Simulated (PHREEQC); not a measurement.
A PHREEQC input (ion-association model, phreeqc.dat):

```
SOLUTION 1
  temp 20
  units mg/L
  pH 5.83
  pe 9.3
  Na 7.21
  K 0.00183
  Ca 7.56
  Mg 3.26
  Cl 18.3
  S(6) 5.2 as SO4
  Alkalinity 22.6 as HCO3
  F 0.00198
  Zn 0.722
  Cu(2) 0.00987
  Br 1.82
END
USE solution 1
EQUILIBRIUM_PHASES 1
  Fluuorite 0 0
  CO2(g) -3.4 10
END
```

It stops with these messages:

```
ERROR: Phase not found in database, Fluuorite.
ERROR: Calculations terminating due to input errors.
```

The fault: the phase Fluorite misspelt. The line should read `Fluorite` where the input has `Fluuorite`. With the mend the run ends at pH 7.73 and ionic strength 0.00137 mol/kgw.
